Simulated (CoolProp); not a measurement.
Properties of diethyl ether along the isotherm 429.1 K (Tc = 467.9 K, pc = 3717 kPa, ω = 0.282).

Model: reference Helmholtz-energy equation of state, Thol 2014, in CoolProp.

| p (kPa) | phase | density (kg/m³) | isothermal compressibility (1/MPa) |
|---|---|---|---|
| 2320 | liquid | 508.1 | 0.02311 |
| 4650 | liquid | (withheld) | 0.01392 |
| 6970 | liquid | 544.2 | 0.01024 |
| 9290 | liquid | (withheld) | (withheld) |
| 11600 | liquid | 565.6 | 0.006874 |
| 13900 | liquid | 573.9 | 0.005953 |
| 16300 | liquid | 581.7 | 0.005239 |
| 18600 | liquid | 588.4 | 0.004710 |

### Question
Complete the blanks.

### Answer

- 4650, density (kg/m³): 529.4
- 9290, density (kg/m³): 555.9
- 9290, isothermal compressibility (1/MPa): 0.008188
